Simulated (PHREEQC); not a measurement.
0.013 g of hydrous ferric oxide (600 m²/g; 0.2 weak and 0.005 strong sites per Fe, Dzombak-Morel constants, diffuse double layer) in 1 kg of water with 0.005 mol/kgw of an inert sodium salt and 8.2e-07 mol NaF, at 25 °C; the pH is set by adding NaOH or the inert anion's acid. Oxygen is held at 0.21 atm. No CO2 enters from the air. Precipitation was switched off in this run.

Base run: PHREEQC, ion-association model, wateq4f.dat. Each further column changes one thing. The table gives F sorbed (%).

```csv
pH,base,background salt from 0.005 to 0.0005 mol/kgw,oxide from 0.013 to 0.065 g/kgw,6.7e-06 mol/kgw NiCl2 added
3,57.0,77.6,87.2,56.9
3.5,63.2,82.7,89.9,63.1
4,57.8,77.6,87.6,57.7
4.5,45.1,64.0,80.9,45.1
5,29.5,43.2,68.0,29.5
5.5,15.9,22.7,48.7,15.9
6,7.1,9.5,27.8,7.2
6.5,2.8,3.4,12.6,2.9
7,1.0,1.2,4.8,1.1
7.5,0.3,0.4,1.7,0.4
8,0.1,0.1,0.6,0.2
8.5,0.0,0.0,0.2,0.1
9,0.0,0.0,0.1,0.0
```

The oxide is taken as insoluble; below pH 4 it would dissolve.
